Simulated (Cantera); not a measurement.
A Cantera script and what it prints.

```python
import numpy as np
import cantera as ct

gas_names = [...]  # 113 gases of nasa_gas.yaml made of C, F, H, Si
cond_names = """
    C(gr) C6H6(L) C7H8(L) C8H18(L),n-octa Si(cr) Si(L) SiC(b)
""".split()


# ... load() reads the species with a 1 bar reference pressure and builds the phases ...
atoms = {
    'SiF4': {'Si': 1, 'F': 4},
    'H2': {'H': 2},
    'C3H8': {'C': 3, 'H': 8},
}
top_T = {'C(gr)': 4500, 'SiC(b)': 3050}  # K; cautious upper limits of use, not melting points


# ... equilibrate(T, P, feed) seeds the gas with the atoms and calls Mixture.equilibrate('TP', solver="vcs", rtol=1e-11, max_steps=5000) ...
results = []
T = 1098.15  # K
P = 260  # Pa
for m in [6.8, 8.9, 12, 15, 20, 26, 34, 45, 59, 78, 100, 130]:
    feed = {'SiF4': 1, 'H2': m, 'C3H8': 0.0072}  # mol
    mix = equilibrate(T, P, feed)
    results.append((T, P, feed, dict(zip(mix.species_names, mix.species_moles))))

top = {s: max(r[3][s] / sum(r[3][g] for g in gas_names) for r in results) for s in gas_names}
cols = sorted((s for s in top if top[s] > 1e-06), key=lambda s: -top[s])[:9]
seen = [c for c in cond_names if any(r[3].get(c, 0) > 1e-12 for r in results)]
print("log10 of partial pressures in bar; condensed amounts in mol")
print(f"{'n(H2)':>10s}" + "".join(f"{s[:9]:>10s}" for s in cols + seen))
for T, P, feed, n in results:
    ng = sum(n[g] for g in gas_names)
    print(f"{feed['H2']:10.4g}" + "".join(f"{np.log10(max(n[s] / ng * P / 1e5, 1e-99)):10.3f}" for s in cols)
          + "".join(f"{n.get(c, 0):10.4g}" for c in seen))
```

Result:

```
log10 of partial pressures in bar; condensed amounts in mol
     n(H2)        H2      SiF4        HF     SiHF3      SiF3       CH4    SiH2F2      SiF2     C(gr)    SiC(b)
       6.8    -2.645    -3.483    -5.494    -5.665    -6.002    -6.728    -8.141    -8.349   0.02101 2.135e-05
       8.9    -2.632    -3.587    -5.513    -5.736    -6.080    -6.701    -8.179    -8.401   0.02048 0.0003637
        12    -2.620    -3.705    -5.537    -5.819    -6.169    -6.678    -8.227    -8.460   0.01968 0.0008683
        15    -2.613    -3.796    -5.556    -5.884    -6.237    -6.665    -8.266    -8.506   0.01892   0.00135
        20    -2.607    -3.914    -5.582    -5.969    -6.326    -6.651    -8.318    -8.565   0.01766  0.002136
        26    -2.602    -4.024    -5.607    -6.049    -6.408    -6.641    -8.368    -8.620   0.01618  0.003049
        34    -2.598    -4.138    -5.634    -6.132    -6.493    -6.634    -8.421    -8.677   0.01424  0.004224
        45    -2.595    -4.257    -5.662    -6.221    -6.583    -6.628    -8.478    -8.736   0.01165  0.005771
        59    -2.593    -4.374    -5.690    -6.307    -6.671    -6.623    -8.534    -8.795  0.008449   0.00765
        78    -2.591    -4.495    -5.720    -6.397    -6.761    -6.620    -8.593    -8.855  0.004225   0.01007
       100    -2.590    -4.603    -5.750    -6.474    -6.839    -6.632    -8.638    -8.902         0   0.01254
       130    -2.589    -4.718    -5.819    -6.518    -6.884    -6.796    -8.611    -8.876         0   0.01353
```

These are equilibrium values from Cantera (NASA tables, ideal gas, pure condensed phases), not measurements of a reactor. The tables' values for SiF3 are old estimates; treat these amounts as uncertain.
